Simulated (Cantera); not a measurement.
Feed: 1 mol CH₃Cl, 0.23 mol Si, 0.83 mol H₂, equilibrated at 2623 K and 120 Torr.

Equilibrium computed with Cantera from the NASA thermochemical tables; the gas is ideal and each condensed phase is pure. The tables' values for SiCl, SiCl₃ are old estimates; treat these amounts as uncertain. Gases not in the tables: Si₂H₆ and higher silanes. Rates play no part.

```
species             before     after
----------------  --------  --------
H₂                   0.587     0.811
H                   0.0807    0.0948
HCl                  0.229    0.0599
SiCl₂               0.0325  0.000718
Cl                  0.0220   0.00490
Si                  0.0194   0.00865
C₂H₂ (acetylene)    0.0104    0.0144
SiCl₃             0.000172   8.45e-7
SiCl               0.00691  0.000687
Si₂               0.000167   3.33e-5
Si₂C               0.00322  0.000642
C₂HCl              5.62e-5   1.47e-5
SiC                1.61e-5   7.17e-6
C(graphite), mol     0.880     0.453
```
Gas species are given as mole fractions.

Which change was made?
A. H₂ from 0.83 to 12 mol
B. Si from 0.23 to 0.8 mol
C. temperature from 2623 K to 1198.15 K
D. Si from 0.23 to 0.011 mol

A, H₂ from 0.83 to 12 mol. The tables' values for SiCl are old estimates; treat these amounts as uncertain
